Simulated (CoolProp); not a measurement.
Model: reference Helmholtz-energy equation of state, Aleksandrov 2011, in CoolProp. It is a short technical equation, of lower accuracy than the large ones.

**Question.** For n-undecane, give the phase and the density (kg/m³), Joule-Thomson coefficient (K/MPa), isothermal compressibility (1/MPa) at 450 K and 101 kPa; 595.7 K and 101 kPa.

**Answer.** 
- 450 K and 101 kPa: liquid; density 616, Joule-Thomson coefficient -0.210, isothermal compressibility 0.00358
- 595.7 K and 101 kPa: gas; density 3.27, Joule-Thomson coefficient 10.8, isothermal compressibility 10.2
